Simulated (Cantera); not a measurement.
Cantera run, input and output.

```python
import numpy as np
import cantera as ct

gas = ct.Solution("gri30.yaml")
gas.TPX = 1225, 2666, {'H2': 0.073, 'O2': 1, 'H2O': 0.02}
reactor = ct.IdealGasConstPressureReactor(gas, energy="off", clone=False)
net = ct.ReactorNet([reactor])
net.rtol, net.atol = 1e-08, 1e-18
show = ['H2', 'O2', 'O', 'OH', 'H2O2', 'H2O']
times = np.geomspace(5e-06, 3, 13)

steps = ct.SolutionArray(gas, extra=["t"])
rows = []
print(f"{'t/s':>10s}{'T/K':>9s}{'P/Pa':>11s}" + "".join(f"{s:>11s}" for s in show))
for t in times:
    while net.time < t:
        t_next = net.step()
        steps.append(gas.state, t=t_next)
    rows.append([np.interp(t, steps.t, y) for y in (steps.T, steps.P, *steps(*show).X.T)])
    print(f"{t:10.3e}{rows[-1][0]:9.1f}{rows[-1][1]:11.4g}" + "".join(f"{x:11.3e}" for x in rows[-1][2:]))
rate = np.gradient(steps.T, steps.t)
print("integrator steps:", len(steps.t))
if steps.T.max() > steps.T[0] + 200:
    print(f"time of steepest temperature rise: {steps.t[rate.argmax()]:.4e} s")
gas.TPX = 1225, 2666, {'H2': 0.073, 'O2': 1, 'H2O': 0.02}
gas.equilibrate("TP")
print(f"equilibrium (TP): T = {gas.T:.1f} K  " + "  ".join(f"{s} {gas[s].X[0]:.3e}" for s in show))
```

Output:

```
       t/s      T/K       P/Pa         H2         O2          O         OH       H2O2        H2O
 5.000e-06   1225.0       2666  6.679e-02  9.149e-01  9.968e-11  9.822e-11  3.035e-14  1.830e-02
 1.515e-05   1225.0       2666  6.679e-02  9.149e-01  7.838e-10  7.187e-10  2.786e-13  1.830e-02
 4.592e-05   1225.0       2666  6.679e-02  9.149e-01  5.619e-09  4.466e-09  2.556e-12  1.830e-02
 1.392e-04   1225.0       2666  6.679e-02  9.149e-01  6.107e-08  4.226e-08  2.348e-11  1.830e-02
 4.217e-04   1225.0       2666  6.677e-02  9.149e-01  1.049e-05  7.072e-06  2.768e-10  1.831e-02
 1.278e-03   1225.0       2666  3.248e-03  8.698e-01  3.480e-02  6.233e-03  3.877e-07  7.192e-02
 3.873e-03   1225.0       2666  1.308e-03  8.813e-01  2.657e-02  4.439e-03  2.875e-07  7.902e-02
 1.174e-02   1225.0       2666  5.329e-04  8.999e-01  1.043e-02  2.840e-03  2.702e-07  8.450e-02
 3.557e-02   1225.0       2666  9.992e-05  9.095e-01  1.936e-03  1.232e-03  1.718e-07  8.711e-02
 1.078e-01   1225.0       2666  1.331e-05  9.115e-01  2.608e-04  4.544e-04  7.020e-08  8.776e-02
 3.267e-01   1225.0       2666  2.035e-06  9.118e-01  4.058e-05  1.797e-04  2.347e-08  8.793e-02
 9.899e-01   1225.0       2666  4.031e-07  9.119e-01  8.162e-06  8.066e-05  7.483e-09  8.798e-02
 3.000e+00   1225.0       2666  9.851e-08  9.120e-01  2.017e-06  4.009e-05  2.410e-09  8.801e-02
integrator steps: 1687
equilibrium (TP): T = 1225.0 K  H2 1.202e-08  O2 9.120e-01  O 2.477e-07  OH 1.404e-05  H2O2 4.095e-10  H2O 8.802e-02
```

Model: GRI-Mech 3.0 (53 species, 325 reactions), integrated in Cantera. Radical loss at walls, strong at low pressure, is not modelled. The temperature is held fixed by assumption; the heat of reaction is taken as removed at once.
